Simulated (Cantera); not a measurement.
## Equilibrium for silicon carbide growth: (CH3)2SiCl2 + CH4 + H2

A closed system holds: 1 mol (CH3)2SiCl2, 0.26 mol CH4, 290 mol H2, at 1950 °C and 1330 Pa.

Method: chemical equilibrium by Gibbs-energy minimisation in Cantera with the NASA 1993 tables (ideal gas, pure condensed phases). Candidate condensed phases: C, C6H6, C7H8, C8H18, Si, SiC; 109 gas species. The feed counts by its element totals alone. The tables' values for SiCl are old estimates; treat these amounts as uncertain. Gases not in the tables: Si2H6 and higher silanes. Equilibrium is a limit: real reactors are often held back by kinetics, nucleation or transport.

```json
{
  "x(H2)": "0.934",
  "x(H)": "0.0537",
  "x(HCl)": "0.00629",
  "x(C2H2 (acetylene))": "0.00271",
  "x(Si)": "0.00262",
  "x(SiC2)": "0.000274",
  "x(Cl)": "0.000262",
  "x(SiH)": "0.000124",
  "x(Si2C)": "0.000109",
  "n(C(graphite))": "0.403 mol",
  "gas_amount": "303.6 mol",
  "log10 activity of Si(l) (absent)": "-1.12"
}
```
